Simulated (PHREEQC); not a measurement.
Make-up at 25 °C: 150 mmol/kgw MgCl2 and 22 mmol/kgw Na2B4O7. Closed to the air; pH follows from the charge balance.

The numbers come from PHREEQC with the Pitzer model, pitzer.dat.

### Question
The ionic strength comes out as 0.464 mol/kgw. What activity coefficients do B3O3(OH)4-, Mg+2, Cl-, Na+, MgB(OH)4+ get?

### Answer
B3O3(OH)4- 0.49, Mg+2 0.28, Cl- 0.65, Na+ 0.73, MgB(OH)4+ 0.71. Single-ion values are on the MacInnes scale.

Precipitation was switched off in this run. Species that the database lacks are ignored.
